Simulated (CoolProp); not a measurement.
The numbers come from the reference Helmholtz-energy equation of state, Lemmon 2006 in CoolProp. It is a short technical equation, of lower accuracy than the large ones.

### Question
For R141b, give the phase and the cp (kJ/(kg K)), speed of sound (m/s), viscosity (µPa s) at 397.1 K and 13.5 bar; 470.6 K and 13.5 bar.

### Answer
- 397.1 K and 13.5 bar: liquid; cp 1.37, speed of sound 467, viscosity 152
- 470.6 K and 13.5 bar: gas; cp 1.05, speed of sound 170, viscosity 14.9

Viscosity comes from a separate model (Huber 2003), an estimate that may be off by 10 % or more.
